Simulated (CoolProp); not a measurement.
Values from CoolProp's reference Helmholtz-energy equation of state, de Reuck 1993.

Question: For methanol, give the phase and the cp (kJ/(kg K)), expansivity (1/kK), conductivity (mW/(m K)), Prandtl number at -19.55 °C and 373 bar; 16.15 °C and 373 bar; 69.75 °C and 373 bar.

Answer: 
- -19.55 °C and 373 bar: liquid; cp 2.31, expansivity 0.979, conductivity 224, Prandtl number 14.5
- 16.15 °C and 373 bar: liquid; cp 2.46, expansivity 0.972, conductivity 219, Prandtl number 8.46
- 69.75 °C and 373 bar: liquid; cp 2.78, expansivity 1.04, conductivity 209, Prandtl number 5.02

Viscosity comes from a separate model (Xiang 2006). Thermal conductivity comes from a separate model (Sykioti 2013).
